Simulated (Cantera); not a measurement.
A perfectly stirred reactor is fed with CH4 : H2 : O2 : N2 = 1 : 0.087 : 4.54 : 17.1 (molar parts), equivalence ratio 0.45, at 13.0 bar; it is adiabatic with a 475 K inlet, and is followed from long to short residence time, starting on the burning branch (τ in s: 0.11, 0.042, 0.016, 0.0064, 0.0025, 0.00097, 0.00038, 0.00015, 5.7e-05).

Model: GRI-Mech 3.0 (53 species, 325 reactions), integrated in Cantera. The pressure lies above the range GRI-Mech 3.0 was tuned for (to about 10 atm).

Q: Predict: blow-out, bracketed by the residence times tried; x(CH4) at τ = 0.110 s; x(H2) at τ = 0.110 s; x(O2) at τ = 0.110 s; x(H) at τ = 0.110 s; x(NO2) at τ = 0.110 s; x(CH4) at τ = 2.50 ms; x(H2) at τ = 2.50 ms; x(O2) at τ = 2.50 ms.

A: 
```
Property                                                                      Result
------------------------------------------------  ----------------------------------
blow-out, bracketed by the residence times tried  burning at 6.40 ms, out at 2.50 ms
x(CH4) at τ = 0.110 s                                                        1.99e-5
x(H2) at τ = 0.110 s                                                         5.48e-6
x(O2) at τ = 0.110 s                                                           0.110
x(H) at τ = 0.110 s                                                          6.92e-8
x(NO2) at τ = 0.110 s                                                        2.03e-8
x(CH4) at τ = 2.50 ms                                                         0.0440
x(H2) at τ = 2.50 ms                                                         0.00383
x(O2) at τ = 2.50 ms                                                           0.200
```
